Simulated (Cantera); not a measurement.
Input: 1 mol PbO, 0.23 mol H2, equilibrated at 600 °C and 0.353 Torr.

Cantera equilibrium calculation (NASA polynomials, part measured and part estimated; ideal gas, pure solids and liquids). Candidate condensed phases: H2O, Pb, PbO, PbO2, Pb3O4; 12 gas species. Rates play no part.

Base state: H2O 0.999, Pb 0.00136, H2 8.88e-5 (mole fractions); condensed: Pb(l) + PbO(yellow).

**Question.** What changes in the equilibrium state with this change: 0.25 mol O2 added?

**Answer.** 
```tsv
species	before	after
H2O	0.999	0.630
O2	<1e-9	0.370
Pb	0.00136	1.34e-9
H2	8.88e-5	<1e-9
Pb(l), mol	0.230	0
PbO(yellow), mol	0.770	1.000
```
